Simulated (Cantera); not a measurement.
An isothermal, constant-pressure homogeneous reactor starts with C2H6 : N2 : H2O = 1 : 28 : 0.031 (molar parts), at 1025 K and 0.0263 atm.

Model: GRI-Mech 3.0 (53 species, 325 reactions), integrated in Cantera. GRI-Mech 3.0 stops at C3 and has no aromatics, soot or wall deposition, so with more carbon than oxygen in the feed, carbon stays in small species such as C2H2 where larger ones or solid carbon would form. Radical loss at walls, strong at low pressure, is not modelled.

Question: Predict: x(C2H6) at 200 s; x(CH3) at 200 s; x(H2) at 200 s.

Answer: 
* **x(C2H6) at 200 s**: 4.20e-5 (gas-phase equilibrium 3.18e-6)
* **x(CH3) at 200 s**: 6.90e-8 (gas-phase equilibrium 5.68e-8)
* **x(H2) at 200 s**: 0.0401 (gas-phase equilibrium 0.0327)
